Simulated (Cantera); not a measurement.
An isothermal, constant-pressure homogeneous reactor starts with NO : N₂ = 1 : 1.9 (molar parts), at 2150 K and 0.430 bar. Integrator tolerance rtol = 1e-08.

Cantera simulation using GRI-Mech 3.0 (53 species, 325 reactions); the numbers are that mechanism's predictions, not measurements.

**Question.** What does this change do: temperature 2150 to 1800 K?

**Answer.** 
```
quantity                                           before                                    after
----------------  ---------------------------------------  ---------------------------------------
x(NO) at 50.0 s     0.0103 (gas-phase equilibrium 0.0103)   0.0356 (gas-phase equilibrium 0.00385)
x(N₂O) at 50.0 s  3.83e-7 (gas-phase equilibrium 3.83e-7)  6.16e-7 (gas-phase equilibrium 1.48e-7)
x(O₂) at 50.0 s       0.167 (gas-phase equilibrium 0.167)      0.155 (gas-phase equilibrium 0.170)
x(N₂) at 50.0 s       0.822 (gas-phase equilibrium 0.822)      0.810 (gas-phase equilibrium 0.826)
x(O) at 50.0 s    0.00122 (gas-phase equilibrium 0.00122)  7.35e-5 (gas-phase equilibrium 7.71e-5)
```

**Question.** What does this change do: temperature 2150 to 1498 K?

**Answer.** 
| quantity | before | after |
|---|---|---|
| x(NO) at 50.0 s | 0.0103 (gas-phase equilibrium 0.0103) | 0.304 (gas-phase equilibrium 0.00113) |
| x(N₂O) at 50.0 s | 3.83e-7 (gas-phase equilibrium 3.83e-7) | 2.99e-5 (gas-phase equilibrium 4.65e-8) |
| x(O₂) at 50.0 s | 0.167 (gas-phase equilibrium 0.167) | 0.0202 (gas-phase equilibrium 0.172) |
| x(N₂) at 50.0 s | 0.822 (gas-phase equilibrium 0.822) | 0.676 (gas-phase equilibrium 0.827) |
| x(O) at 50.0 s | 0.00122 (gas-phase equilibrium 0.00122) | 9.10e-7 (gas-phase equilibrium 2.51e-6) |
